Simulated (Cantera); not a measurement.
An isothermal, constant-pressure homogeneous reactor starts with 0.666 % CH₄, 1.37 % O₂, 98.0 % N₂, equivalence ratio 0.97, at 1423 K and 2.90 bar.

Detailed kinetics in Cantera: GRI-Mech 3.0 (53 species, 325 reactions).

One state of this run: x CH₄ = <1e-12; x O₂ = 0.000390; x NO = 2.70e-6; x H₂O = 0.0133; x HO₂ = 1.51e-9; x HCO = <1e-12; x C₂H₂ = <1e-12. x: mole fraction; the columns are a selection and need not sum to one.

Task: Which value of t (s) does it belong to?
(A) 0.438
(B) 0.000200
(C) 0.00137
(D) 0.000523

Result: A, 0.438
